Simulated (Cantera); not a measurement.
Thermodynamics of halide evaporation, hydrolysis and transport, feed SrCl₂ + H₂

Input: 1 mol SrCl₂, 18 mol H₂, at 1325 K and 0.00683 Torr.

Cantera equilibrium calculation (NASA polynomials, part measured and part estimated; ideal gas, pure solids and liquids). Candidate condensed phases: Sr, SrCl₂; 8 gas species. Equilibrium is a limit: real reactors are often held back by kinetics, nucleation or transport.

```yaml
x(H₂): 0.946
x(SrCl₂): 0.0517
x(HCl): 0.00113
x(SrCl): 0.000710
x(H): 0.000527
x(Sr): 0.000209
gas_amount: 19.02 mol
log10 activity of SrCl₂(l) (absent): -1.64
log10 activity of Sr(l) (absent): -7.57
```
